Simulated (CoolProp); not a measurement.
Carbonyl sulfide at 298.15 K and 0.313 MPa is throttled through a valve to 0.187 MPa with no heat exchange. Each further row changes one setting.

The numbers come from the reference Helmholtz-energy equation of state, Lemmon 2006 in CoolProp. It is a short technical equation, of lower accuracy than the large ones.

```csv
case,temperature change (K),final density (kg/m³)
as stated,(withheld),(withheld)
outlet pressure 0.0561 MPa,(withheld),(withheld)
outlet pressure 0.243 MPa,(withheld),(withheld)
```

Problem. What belongs in the gaps?

Solution. 
- as stated, temperature change (K): -2.6
- as stated, final density (kg/m³): 4.67
- outlet pressure 0.0561 MPa, temperature change (K): -5.3
- outlet pressure 0.0561 MPa, final density (kg/m³): 1.39
- outlet pressure 0.243 MPa, temperature change (K): -1.4
- outlet pressure 0.243 MPa, final density (kg/m³): 6.09
